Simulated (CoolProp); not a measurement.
Dodecamethylpentasiloxane (MD3M) along the isobar 54.6 bar: Z from the reference equation and from simpler models built on Tc = 354.9 °C, pc = 9.540 bar, ω = 0.730; each cubic takes its own stable root.

Values from CoolProp's reference Helmholtz-energy equation of state, Thol 2019.

| T (°C) | phase | reference |
|---|---|---|
| -12.35 | liquid | 1.063 |
| 1.15 | liquid | 1.025 |
| 14.65 | liquid | 0.9907 |
| 28.25 | liquid | 0.9595 |
| 41.75 | liquid | 0.9316 |
| 55.25 | liquid | 0.9063 |
| 68.75 | liquid | 0.8834 |
| 82.25 | liquid | 0.8626 |
| 95.75 | liquid | 0.8436 |
| 109.25 | liquid | 0.8265 |
| 122.75 | liquid | 0.8109 |
| 136.35 | liquid | 0.7967 |
| 149.85 | liquid | 0.7839 |
| 163.35 | liquid | 0.7725 |
| 176.85 | liquid | 0.7622 |
| 190.35 | liquid | 0.7531 |

How far does each simpler model (van der Waals, Redlich-Kwong, Soave-Redlich-Kwong, Peng-Robinson) lie from the reference over these 16 states: mean and median of the absolute difference, and the worst?


- van der Waals: mean 72.2 %, median 72.4 %, worst +81.9 % at -12.35 °C and 54.6 bar
- Redlich-Kwong: mean 20.5 %, median 20.3 %, worst +24.7 % at -12.35 °C and 54.6 bar
- Soave-Redlich-Kwong: mean 14.6 %, median 14.3 %, worst +20.3 % at -12.35 °C and 54.6 bar
- Peng-Robinson: mean 3.0 %, median 2.1 %, worst +7.7 % at -12.35 °C and 54.6 bar
